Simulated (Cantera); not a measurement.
A perfectly stirred reactor is fed with H2 : O2 : N2 = 1 : 0.5 : 2.05 (molar parts), at 750 Torr; it is adiabatic with a 823 K inlet, and is followed from long to short residence time, starting on the burning branch (τ in s: 0.26, 0.11, 0.045, 0.019, 0.0078, 0.0032, 0.0013, 0.00056, 0.00023, 9.6e-05, 4e-05, 1.7e-05, 6.9e-06).

Computed with Cantera and the H2/O2 subset of GRI-Mech 3.0, which has no nitrogen chemistry.

**Question.** What does this change do: 0.34 parts H2O added?

**Answer.** 
```
quantity                                                                          before                               after
------------------------------------------------  --------------------------------------  ----------------------------------
blow-out, bracketed by the residence times tried  burning at 6.90 µs, the shortest tried  burning at 17.0 µs, out at 6.90 µs
x(H2) at τ = 0.260 s                                                              0.0256                              0.0194
x(O2) at τ = 0.260 s                                                             0.00957                             0.00742
x(O) at τ = 0.260 s                                                              0.00210                            0.000960
x(H2O) at τ = 0.260 s                                                              0.285                               0.364
x(OH) at τ = 0.260 s                                                              0.0145                              0.0101
x(H2) at τ = 1.30 ms                                                              0.0354                              0.0324
x(O2) at τ = 1.30 ms                                                              0.0142                              0.0133
x(O) at τ = 1.30 ms                                                              0.00440                             0.00287
x(H2O) at τ = 1.30 ms                                                              0.266                               0.340
x(OH) at τ = 1.30 ms                                                              0.0182                              0.0149
```
